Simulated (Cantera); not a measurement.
An isothermal, constant-pressure homogeneous reactor starts with CH₄ : H₂ = 0.017 : 1 (molar parts), at 1500 K and 0.158 atm. Integrator tolerance rtol = 1e-08.

Cantera simulation using GRI-Mech 3.0 (53 species, 325 reactions); the numbers are that mechanism's predictions, not measurements. GRI-Mech 3.0 stops at C3 and has no aromatics, soot or wall deposition, so with more carbon than oxygen in the feed, carbon stays in small species such as C2H2 where larger ones or solid carbon would form.

What does this change do: CH4 0.017 to 0.007 parts?


```csv
quantity,before,after
x(CH₄) at 20.0 s,0.0111 (gas-phase equilibrium 0.00834),0.00569 (gas-phase equilibrium 0.00454)
x(H₂) at 20.0 s,0.986 (gas-phase equilibrium 0.987),0.994 (gas-phase equilibrium 0.994)
x(CH₂) at 20.0 s,3.54e-10 (gas-phase equilibrium 2.78e-10),1.84e-10 (gas-phase equilibrium 1.50e-10)
x(C₂H₂) at 20.0 s,0.00263 (gas-phase equilibrium 0.00394),0.000594 (gas-phase equilibrium 0.00114)
x(C₂H₆) at 20.0 s,2.77e-7 (gas-phase equilibrium 2.39e-7),7.03e-8 (gas-phase equilibrium 7.04e-8)
```

What does this change do: temperature 1500 to 2200 K?


```
quantity                                              before                                      after
-----------------  -----------------------------------------  -----------------------------------------
x(CH₄) at 20.0 s      0.0111 (gas-phase equilibrium 0.00834)    7.19e-5 (gas-phase equilibrium 7.21e-5)
x(H₂) at 20.0 s          0.986 (gas-phase equilibrium 0.987)        0.978 (gas-phase equilibrium 0.978)
x(CH₂) at 20.0 s   3.54e-10 (gas-phase equilibrium 2.78e-10)    4.06e-7 (gas-phase equilibrium 4.07e-7)
x(C₂H₂) at 20.0 s    0.00263 (gas-phase equilibrium 0.00394)    0.00811 (gas-phase equilibrium 0.00811)
x(C₂H₆) at 20.0 s    2.77e-7 (gas-phase equilibrium 2.39e-7)  1.13e-10 (gas-phase equilibrium 1.14e-10)
```

What does this change do: pressure from 0.158 atm to 0.0263 atm?


```json
[
 {"quantity": "x(CH₄) at 20.0 s", "before": "0.0111 (gas-phase equilibrium 0.00834)", "after": "0.0126 (gas-phase equilibrium 0.00189)"},
 {"quantity": "x(H₂) at 20.0 s", "before": "0.986 (gas-phase equilibrium 0.987)", "after": "0.985 (gas-phase equilibrium 0.991)"},
 {"quantity": "x(CH₂) at 20.0 s", "before": "3.54e-10 (gas-phase equilibrium 2.78e-10)", "after": "2.12e-9 (gas-phase equilibrium 3.77e-10)"},
 {"quantity": "x(C₂H₂) at 20.0 s", "before": "0.00263 (gas-phase equilibrium 0.00394)", "after": "0.00200 (gas-phase equilibrium 0.00723)"},
 {"quantity": "x(C₂H₆) at 20.0 s", "before": "2.77e-7 (gas-phase equilibrium 2.39e-7)", "after": "2.26e-7 (gas-phase equilibrium 1.23e-8)"}
]
```
Radical loss at walls, strong at low pressure, is not modelled.
